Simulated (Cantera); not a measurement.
A freely propagating, adiabatic, planar premixed flame of 10.4 % CH₄, 18.8 % O₂, 70.8 % N₂, unburnt at 675 K and 5.00 bar; mixture-averaged transport, grid criteria slope 0.08 and curve 0.16, no radiation.

Computed with Cantera and GRI-Mech 3.0 (53 species, 325 reactions). Burning velocities carry a grid error of a few per cent, more on coarse grids.

Problem. Predict: laminar burning velocity; thermal thickness; peak x(CH₂).

Solution. 
```json
{
 "laminar_burning_velocity": "97.5 cm/s",
 "thermal_thickness": "0.0898 mm",
 "peak x(CH₂)": "7.62e-5"
}
```
